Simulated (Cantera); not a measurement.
A perfectly stirred reactor is fed with C2H6 : N2 = 1 : 2.6 (molar parts), at 1.58 Torr; it is held at 1575 K, and followed from long to short residence time.

Model: GRI-Mech 3.0 (53 species, 325 reactions), integrated in Cantera. GRI-Mech 3.0 stops at C3 and has no aromatics, soot or wall deposition, so with more carbon than oxygen in the feed, carbon stays in small species such as C2H2 where larger ones or solid carbon would form. Radical loss at walls, strong at low pressure, is not modelled.

### Question
What does this change do: pressure from 1.58 Torr to 760 Torr?

### Answer
```
quantity                 before     after
----------------------  -------  --------
x(C2H6) at τ = 0.800 s  0.00117   8.80e-5
x(C2H2) at τ = 0.800 s    0.150     0.156
x(C2H4) at τ = 0.800 s  0.00645   0.00696
x(CH2) at τ = 0.800 s   5.72e-6   8.63e-9
x(CH3) at τ = 0.800 s   0.00419  0.000102
x(C2H6) at τ = 27.0 ms   0.0287   0.00114
x(C2H2) at τ = 27.0 ms   0.0693     0.145
x(C2H4) at τ = 27.0 ms   0.0597    0.0127
x(CH2) at τ = 27.0 ms   2.18e-5   6.52e-8
x(CH3) at τ = 27.0 ms    0.0195  0.000333
```
